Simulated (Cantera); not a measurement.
Equilibrium for chlorosilane synthesis and conversion: Si + HCl + H₂

Charge: 1 mol Si, 0.9 mol HCl, 1.6 mol H₂, held at 0.220 bar.

Method: chemical equilibrium by Gibbs-energy minimisation in Cantera with the NASA 1993 tables (ideal gas, pure condensed phases). Candidate condensed phases: Si; 19 gas species. The tables' values for SiCl₃ are old estimates; treat these amounts as uncertain. The numbers say what is thermodynamically allowed, not how fast it happens.

From 825 K to 1150 K the condensed part is Si(s). The main Si-bearing gas is SiCl₄ throughout. The share of Si in condensed phases is highest at 1150 K (77.6 %) and lowest at 825 K (75.7 %).

| T (K) | log p H₂ | log p SiCl₄ | log p HCl | log p SiHCl₃ | log p SiCl₃ | log p SiCl₂ | log p SiH₂Cl₂ | log p SiH₃Cl | n Si(s) |
|---|---|---|---|---|---|---|---|---|---|
| 825 | -0.71 | -1.79 | -3.25 | -2.15 | -4.74 | -5.75 | -3.59 | -5.65 | 0.757 |
| 850 | -0.71 | -1.79 | -3.12 | -2.15 | -4.55 | -5.46 | -3.58 | -5.63 | 0.758 |
| 875 | -0.71 | -1.79 | -3.00 | -2.16 | -4.36 | -5.18 | -3.57 | -5.60 | 0.758 |
| 900 | -0.71 | -1.79 | -2.88 | -2.17 | -4.19 | -4.92 | -3.57 | -5.58 | 0.759 |
| 925 | -0.71 | -1.79 | -2.77 | -2.17 | -4.03 | -4.67 | -3.56 | -5.56 | 0.760 |
| 950 | -0.71 | -1.79 | -2.67 | -2.18 | -3.88 | -4.43 | -3.56 | -5.54 | 0.761 |
| 975 | -0.71 | -1.80 | -2.57 | -2.18 | -3.73 | -4.21 | -3.55 | -5.52 | 0.763 |
| 1000 | -0.71 | -1.80 | -2.47 | -2.19 | -3.60 | -4.00 | -3.55 | -5.50 | 0.764 |
| 1025 | -0.71 | -1.81 | -2.39 | -2.20 | -3.47 | -3.81 | -3.55 | -5.49 | 0.766 |
| 1050 | -0.72 | -1.81 | -2.30 | -2.21 | -3.35 | -3.62 | -3.55 | -5.47 | 0.768 |
| 1075 | -0.72 | -1.82 | -2.23 | -2.22 | -3.23 | -3.44 | -3.55 | -5.46 | 0.770 |
| 1100 | -0.72 | -1.84 | -2.15 | -2.23 | -3.13 | -3.28 | -3.55 | -5.45 | 0.772 |
| 1125 | -0.72 | -1.85 | -2.08 | -2.25 | -3.03 | -3.12 | -3.56 | -5.44 | 0.774 |
| 1150 | -0.72 | -1.87 | -2.02 | -2.27 | -2.94 | -2.97 | -3.57 | -5.44 | 0.776 |
log p: log10 of the partial pressure in bar; n: condensed amount in mol.
